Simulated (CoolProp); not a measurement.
Vapour-liquid equilibrium of ethylbenzene (1) + p-xylene (2) at 293 kPa; x and y are mole fractions of (1).

Values from CoolProp's multi-fluid Helmholtz-energy mixture model, Zhou 2012 and Zhou 2012; pair parameters Bell 2016.

```csv
x,"bubble temperature, mixture model (°C)","bubble temperature, Raoult's law (°C)","y, mixture model","y, Raoult's law"
0.05,182.9,182.9,0.053,0.052
0.2,___,182.6,___,0.208
0.35,182.0,182.2,0.360,0.361
0.5,181.7,181.9,___,0.512
0.65,___,181.5,0.658,0.661
0.8,___,181.2,___,0.808
0.95,___,180.9,0.952,0.952
```

**Question.** Some entries are withheld; supply them.

**Answer.** 
- 0.2, bubble temperature, mixture model (°C): 182.4
- 0.2, y, mixture model: 0.209
- 0.5, y, mixture model: 0.510
- 0.65, bubble temperature, mixture model (°C): 181.4
- 0.8, bubble temperature, mixture model (°C): 181.1
- 0.8, y, mixture model: 0.805
- 0.95, bubble temperature, mixture model (°C): 180.8

The largest gap from Raoult's law is -0.2 K in bubble temperature, at x = 0.35. No azeotrope shows between x = 0.05 and 0.95.

The pair parameters rest on a limited set of measurements; away from them the model extrapolates.
